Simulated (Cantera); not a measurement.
borazine + NH₃ + H₂ (boron, boron nitride and boron oxide)

Feed: 1 mol borazine, 0.14 mol NH₃, 1.1 mol H₂, held at 2023.15 K.

These are equilibrium values from Cantera (NASA tables, ideal gas, pure condensed phases), not measurements of a reactor. Candidate condensed phases: B, BN; 15 gas species. The feed counts by its element totals alone. Mutual solubility and eutectic melting of coexisting phases are not modelled. The tables' values for BH₂ are old estimates; treat these amounts as uncertain. The numbers say what is thermodynamically allowed, not how fast it happens.

```
P (Pa)   x H₂    x N₂      x H       x B     x BH₂     x BH     x BN  n B(s)  n BN(s)
------  -----  ------  -------  --------  --------  -------  -------  ------  -------
10      0.603   0.247    0.148   0.00195  0.000322  3.19e-5  1.00e-5    2.99        0
37      0.663   0.256   0.0804  0.000527  0.000354  1.74e-5  5.30e-6    2.99        0
140     0.835   0.118   0.0464  0.000139  0.000445  1.00e-5  1.85e-6    1.05     1.95
520     0.942  0.0319   0.0256   3.75e-5  0.000503  5.53e-6  4.98e-7   0.145     2.85
1900    0.970  0.0161   0.0136   7.56e-6  0.000381  2.16e-6  1.36e-7       0     3.00
7200    0.977  0.0160  0.00700   1.03e-6  0.000198  5.73e-7  3.60e-8       0     3.00
27000   0.980  0.0160  0.00362   1.41e-7  0.000102  1.53e-7  9.60e-9       0     3.00
100000  0.982  0.0160  0.00188   1.98e-8   5.33e-5  4.14e-8  2.59e-9       0     3.00
```
x: gas mole fraction; n: condensed amount in mol.

From 0.000100 bar to 0.000370 bar the condensed part is B(s). From 0.00140 bar to 0.00520 bar the condensed part is B(s) + BN(s). From 0.0190 bar to 1.00 bar the condensed part is BN(s).
